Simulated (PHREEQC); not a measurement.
# Silver or lead bath: speciation

Consider water at 25 °C with 8.5e-05 mol PbCl2, 0.013 mol NaNO3 and 0.093 mol Cu(NO3)2 per kg of water. Closed to the air; pH follows from the charge balance.

Model: ion-association model, phreeqc.dat, run in PHREEQC.

| Quantity | Value |
|---|---|
| pH | 4.24 |
| ionic strength | 0.292 mol/kgw |
| specific conductance | 17200 µS/cm |
| density | 1.012 g/cm³ |

```csv
species,molality,activity,log γ
NO3-,0.199,0.132,-0.180
Cu+2,0.0929,0.0272,-0.534
Na+,0.0130,0.00951,-0.136
Cl-,0.000158,0.000109,-0.163
H+,7.35e-5,5.76e-5,-0.106
Pb+2,4.80e-5,1.39e-5,-0.537
PbNO3+,3.69e-5,2.71e-5,-0.134
Cu2(OH)2+2,3.32e-5,9.64e-6,-0.537
CuCl+,1.15e-5,7.97e-6,-0.161
CuOH+,6.80e-6,4.69e-6,-0.161
Cu(OH)2,1.58e-7,1.69e-7,0.029
PbCl+,8.23e-8,6.04e-8,-0.134
PbOH+,6.39e-9,4.69e-9,-0.134
```

Precipitation was switched off in this run.
